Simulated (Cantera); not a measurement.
Input: 1 mol Si, 1.5 mol HCl, 5.5 mol H2, equilibrated at 675 °C and 1800000 Pa.

These are equilibrium values from Cantera (NASA tables, ideal gas, pure condensed phases), not measurements of a reactor. Candidate condensed phases: Si; 19 gas species. The tables' values for SiCl3 are old estimates; treat these amounts as uncertain. Kinetics and transport are ignored.

Base state: H2 0.927, SiHCl3 0.0396, SiCl4 0.0235, SiH2Cl2 0.00678, HCl 0.00247, SiH3Cl 0.000290, SiCl3 8.33e-5, SiCl2 1.00e-5 (mole fractions); condensed: Si(s).

Q: What changes in the equilibrium state with this change: HCl from 1.5 to 2.5 mol?

A: 
```
species      before     after
----------  -------  --------
H2            0.927     0.893
SiHCl3       0.0396    0.0567
SiCl4        0.0235    0.0387
SiCl3       8.33e-5  0.000121
SiCl2       1.00e-5   1.29e-5
SiH2Cl2     0.00678   0.00839
Si(s), mol    0.540     0.245
```
